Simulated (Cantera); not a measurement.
# Sublimation and decomposition of ceramics: Si₃N₄ + H₂

A closed system holds: 1 mol Si₃N₄, a varied amount of H₂, held at 0.370 bar.

Method: chemical equilibrium by Gibbs-energy minimisation in Cantera with the NASA 1993 tables (ideal gas, pure condensed phases). Candidate condensed phases: Si, Si₃N₄; 18 gas species. Mutual solubility and eutectic melting of coexisting phases are not modelled. Equilibrium is a limit: real reactors are often held back by kinetics, nucleation or transport.

Problem. Map the stable condensed phases over T = 1375, 1425, 1475, 1525, 1575, 1625, 1675, 1725, 1775, 1825, 1875, 1925, 1975, 2025 °C and n(H₂) in mol = 0.034, 0.042, 0.052, 0.064, 0.08, 0.099, 0.12, 0.15, 0.19, 0.23, 0.29, 0.36.

Solution. 
```
T in °C \ n(H₂) in mol
         0.034 0.042 0.052 0.064  0.08 0.099  0.12  0.15  0.19  0.23  0.29  0.36
   2025      A     A     A     A     A     A     A     A     A     A     A     A
   1975      A     A     A     A     A     A     A     A     A     A     A     A
   1925      A     A     A     A     A     A     A     A     A     A     A     A
   1875      A     A     A     A     A     A     A     A     A     A     A     A
   1825      A     A     A     A     A     A     A     A     A     A     A     A
   1775      B     B     B     B     B     B     B     B     B     B     B     B
   1725      B     B     B     B     B     B     B     B     B     B     B     B
   1675      B     B     B     B     B     B     B     B     B     B     B     B
   1625      B     B     B     B     B     B     B     B     B     B     B     B
   1575      B     B     B     B     B     B     B     B     B     B     B     B
   1525      B     B     B     B     B     B     B     B     B     B     B     B
   1475      B     B     B     B     B     B     B     B     B     B     B     B
   1425      C     C     B     B     B     B     B     B     B     B     B     B
   1375      C     C     C     C     C     C     B     B     B     B     B     B
```
A: Si; B: Si + Si₃N₄; C: Si₃N₄.
